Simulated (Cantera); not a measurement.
Input (Python, Cantera):

```python
import numpy as np
import cantera as ct

gas = ct.Solution("gri30.yaml")
gas.TPX = 1325, 290, {'H2': 0.041, 'O2': 1}
reactor = ct.IdealGasConstPressureReactor(gas, energy="off", clone=False)
net = ct.ReactorNet([reactor])
net.rtol, net.atol = 1e-08, 1e-18
show = ['H2', 'O2', 'H', 'H2O', 'O', 'HO2']
times = np.geomspace(1e-06, 5, 14)

steps = ct.SolutionArray(gas, extra=["t"])
rows = []
print(f"{'t/s':>10s}{'T/K':>9s}{'P/Pa':>11s}" + "".join(f"{s:>11s}" for s in show))
for t in times:
    while net.time < t:
        t_next = net.step()
        steps.append(gas.state, t=t_next)
    rows.append([np.interp(t, steps.t, y) for y in (steps.T, steps.P, *steps(*show).X.T)])
    print(f"{t:10.3e}{rows[-1][0]:9.1f}{rows[-1][1]:11.4g}" + "".join(f"{x:11.3e}" for x in rows[-1][2:]))
rate = np.gradient(steps.T, steps.t)
print("integrator steps:", len(steps.t))
if steps.T.max() > steps.T[0] + 200:
    print(f"time of steepest temperature rise: {steps.t[rate.argmax()]:.4e} s")
gas.TPX = 1325, 290, {'H2': 0.041, 'O2': 1}
gas.equilibrate("TP")
print(f"equilibrium (TP): T = {gas.T:.1f} K  " + "  ".join(f"{s} {gas[s].X[0]:.3e}" for s in show))
```

It prints:

```
       t/s      T/K       P/Pa         H2         O2          H        H2O          O        HO2
 1.000e-06   1325.0        290  3.939e-02  9.606e-01  6.392e-11  2.907e-16  2.679e-13  6.419e-11
 3.276e-06   1325.0        290  3.939e-02  9.606e-01  2.074e-10  1.008e-14  2.870e-12  2.103e-10
 1.073e-05   1325.0        290  3.939e-02  9.606e-01  6.592e-10  3.414e-13  2.992e-11  6.887e-10
 3.515e-05   1325.0        290  3.939e-02  9.606e-01  1.969e-09  1.125e-11  2.987e-10  2.256e-09
 1.151e-04   1325.0        290  3.939e-02  9.606e-01  5.095e-09  3.301e-10  2.625e-09  7.390e-09
 3.772e-04   1325.0        290  3.939e-02  9.606e-01  1.266e-08  7.817e-09  1.937e-08  2.420e-08
 1.235e-03   1325.0        290  3.938e-02  9.606e-01  7.586e-08  2.010e-07  2.045e-07  7.922e-08
 4.047e-03   1325.0        290  3.931e-02  9.606e-01  1.298e-05  5.119e-05  3.845e-05  2.630e-07
 1.326e-02   1325.0        290  7.164e-04  9.267e-01  4.632e-03  3.418e-02  2.937e-02  4.396e-07
 4.343e-02   1325.0        290  5.417e-04  9.269e-01  4.238e-03  3.475e-02  2.957e-02  4.199e-07
 1.423e-01   1325.0        290  5.136e-04  9.288e-01  3.883e-03  3.506e-02  2.785e-02  4.131e-07
 4.660e-01   1325.0        290  4.330e-04  9.341e-01  2.944e-03  3.589e-02  2.306e-02  3.905e-07
 1.526e+00   1325.0        290  2.604e-04  9.447e-01  1.321e-03  3.752e-02  1.342e-02  3.220e-07
 5.000e+00   1325.0        290  7.926e-05  9.551e-01  2.141e-04  3.911e-02  3.964e-03  1.815e-07
integrator steps: 727
equilibrium (TP): T = 1325.0 K  H2 1.028e-07  O2 9.598e-01  H 9.801e-09  H2O 4.015e-02  O 5.044e-06  HO2 2.172e-08
```

Detailed kinetics in Cantera: GRI-Mech 3.0 (53 species, 325 reactions). Radical loss at walls, strong at low pressure, is not modelled. The temperature is held fixed by assumption; the heat of reaction is taken as removed at once.
